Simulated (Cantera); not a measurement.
A Cantera script and what it prints.

```python
import numpy as np
import cantera as ct

gas_names = """
    C CO CO2 C2 C2O C3 C3O2 C4 C5 Fe FeC5O5 FeO O O2 O3
""".split()
cond_names = """
    C(gr) Fe(a) Fe(c) Fe(d) Fe(L) FeC5O5(L) FeO(s) FeO(L) Fe2O3(s) Fe3O4(s)
""".split()


# ... load() reads the species with a 1 bar reference pressure and builds the phases ...
atoms = {
    'Fe3O4': {'Fe': 3, 'O': 4},
    'C': {'C': 1},
    'CO': {'C': 1, 'O': 1},
}
top_T = {'C(gr)': 4500, 'Fe2O3(s)': 1830, 'Fe3O4(s)': 1870}  # K; cautious upper limits of use, not melting points


# ... equilibrate(T, P, feed) seeds the gas with the atoms and calls Mixture.equilibrate('TP', solver="vcs", rtol=1e-11, max_steps=5000) ...
results = []
feed = {'Fe3O4': 1, 'C': 0.61, 'CO': 0.24}  # mol
P = 10000  # Pa
for T in [1125, 1175, 1225, 1275, 1325, 1375, 1425, 1475, 1525, 1575, 1625, 1675, 1725, 1775]:
    mix = equilibrate(T, P, feed)
    results.append((T, P, feed, dict(zip(mix.species_names, mix.species_moles))))

top = {s: max(r[3][s] / sum(r[3][g] for g in gas_names) for r in results) for s in gas_names}
cols = sorted((s for s in top if top[s] > 0.0001), key=lambda s: -top[s])[:7]
seen = [c for c in cond_names if any(r[3].get(c, 0) > 1e-12 for r in results)]
print("log10 of partial pressures in bar; condensed amounts in mol")
print(f"{'T/K':>10s}" + "".join(f"{s[:9]:>10s}" for s in cols + seen))
for T, P, feed, n in results:
    ng = sum(n[g] for g in gas_names)
    print(f"{T:10.4g}" + "".join(f"{np.log10(max(n[s] / ng * P / 1e5, 1e-99)):10.3f}" for s in cols)
          + "".join(f"{n.get(c, 0):10.4g}" for c in seen))
```

Result:

```
log10 of partial pressures in bar; condensed amounts in mol
       T/K        CO       CO2    FeO(s)    FeO(L)
      1125    -1.267    -1.338         3         0
      1175    -1.267    -1.338         3         0
      1225    -1.267    -1.338         3         0
      1275    -1.267    -1.338         3         0
      1325    -1.267    -1.338         3         0
      1375    -1.267    -1.338         3         0
      1425    -1.267    -1.338         3         0
      1475    -1.267    -1.338         3         0
      1525    -1.267    -1.338         3         0
      1575    -1.267    -1.338         3         0
      1625    -1.267    -1.338         3         0
      1675    -1.267    -1.338         0         3
      1725    -1.267    -1.338         0         3
      1775    -1.267    -1.338         0         3
```

Cantera equilibrium calculation (NASA polynomials, part measured and part estimated; ideal gas, pure solids and liquids). The tables' stoichiometric FeO is somewhat more stable than real wüstite, so its field is too wide. FeO: taken at fixed stoichiometry.
